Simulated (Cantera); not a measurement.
Charge: 1 mol Si3N4, 2.6 mol CO2, 2.9 mol N2, held at 1950 °C and 0.000800 bar.

Method: chemical equilibrium by Gibbs-energy minimisation in Cantera with the NASA 1993 tables (ideal gas, pure condensed phases). The tables' values for SiN are old estimates; treat these amounts as uncertain. Rates play no part.

```csv
species,before,after
N2,0.467,0.480
SiO,0.248,0.269
CO,0.248,0.241
Si,0.0378,0.0107
Si2C,1.16e-5,0.000211
Si2N,8.43e-6,4.57e-5
SiN,0.000118,6.58e-5
Si2,4.17e-5,4.53e-5
"SiC(s), mol",0,0.141
```
Gas species are given as mole fractions.

### Question
Name the change that produced these shifts.
(A) Si3N4 replaced by Si
(B) temperature from 1950 °C to 1652 °C
(C) CO2 from 2.6 to 0.15 mol
(D) temperature from 1950 °C to 900 °C

### Answer
B, temperature from 1950 °C to 1652 °C
